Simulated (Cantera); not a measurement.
Feed: 1 mol AlN, 0.22 mol O2, 0.47 mol H2, equilibrated at 0.00390 bar.

Method: chemical equilibrium by Gibbs-energy minimisation in Cantera with the NASA 1993 tables (ideal gas, pure condensed phases). Candidate condensed phases: Al, AlN, Al2O3, H2O; 35 gas species. Mutual solubility and eutectic melting of coexisting phases are not modelled. Rates play no part.

log p: log10 of the partial pressure in bar; n: condensed amount in mol.

```json
[
 {"T (K)": "1473", "log p H2": "-2.53", "log p N2": "-3.03", "log p H": "-6.16", "log p Al": "-9.10", "n AlN(s)": "0.707", "n Al2O3(s)": "0.147"},
 {"T (K)": "1523", "log p H2": "-2.53", "log p N2": "-3.03", "log p H": "-5.90", "log p Al": "-8.36", "n AlN(s)": "0.707", "n Al2O3(s)": "0.147"},
 {"T (K)": "1573", "log p H2": "-2.53", "log p N2": "-3.03", "log p H": "___", "log p Al": "___", "n AlN(s)": "0.707", "n Al2O3(s)": "0.147"},
 {"T (K)": "1623", "log p H2": "-2.53", "log p N2": "-3.03", "log p H": "___", "log p Al": "___", "n AlN(s)": "0.707", "n Al2O3(s)": "0.147"},
 {"T (K)": "1673", "log p H2": "-2.53", "log p N2": "-3.03", "log p H": "-5.21", "log p Al": "-6.40", "n AlN(s)": "0.707", "n Al2O3(s)": "0.147"},
 {"T (K)": "1723", "log p H2": "-2.53", "log p N2": "-3.03", "log p H": "-5.00", "log p Al": "-5.83", "n AlN(s)": "0.706", "n Al2O3(s)": "0.147"},
 {"T (K)": "1773", "log p H2": "-2.53", "log p N2": "-3.03", "log p H": "-4.81", "log p Al": "-5.29", "n AlN(s)": "0.705", "n Al2O3(s)": "0.147"}
]
```

Question: Fill in the missing entries.

Answer: 
- 1623, log p H: -5.42
- 1623, log p Al: -7.01
- 1573, log p H: -5.65
- 1573, log p Al: -7.66
